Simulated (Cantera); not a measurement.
A perfectly stirred reactor is fed with CH4 : C2H6 : O2 : N2 = 1 : 1.1 : 9 : 33.8 (molar parts), at 9.30 bar; it is adiabatic with a 500 K inlet, and is followed from long to short residence time, starting on the burning branch (τ in s: 0.025, 0.012, 0.0056, 0.0026, 0.0012, 0.00058, 0.00027, 0.00013, 6e-05, 2.8e-05, 1.3e-05).

Cantera simulation using GRI-Mech 3.0 (53 species, 325 reactions); the numbers are that mechanism's predictions, not measurements.

What does this change do: C2H6 1.1 to 1.7 parts?


```
quantity                                                                      before                               after
------------------------------------------------  ----------------------------------  ----------------------------------
blow-out, bracketed by the residence times tried  burning at 60.0 µs, out at 28.0 µs  burning at 28.0 µs, out at 13.0 µs
x(CH4) at τ = 25.0 ms                                                        2.79e-6                             7.22e-7
x(C2H6) at τ = 25.0 ms                                                       5.35e-7                             1.10e-7
x(O2) at τ = 25.0 ms                                                          0.0692                              0.0224
x(CH2) at τ = 25.0 ms                                                        1.73e-8                             4.77e-8
x(NO) at τ = 25.0 ms                                                         4.92e-5                             0.00196
x(CH4) at τ = 0.580 ms                                                       4.06e-5                             1.60e-5
x(C2H6) at τ = 0.580 ms                                                      1.06e-5                             3.97e-6
x(O2) at τ = 0.580 ms                                                         0.0704                              0.0256
x(CH2) at τ = 0.580 ms                                                       5.05e-7                             1.36e-6
x(NO) at τ = 0.580 ms                                                        1.58e-5                            0.000267
```
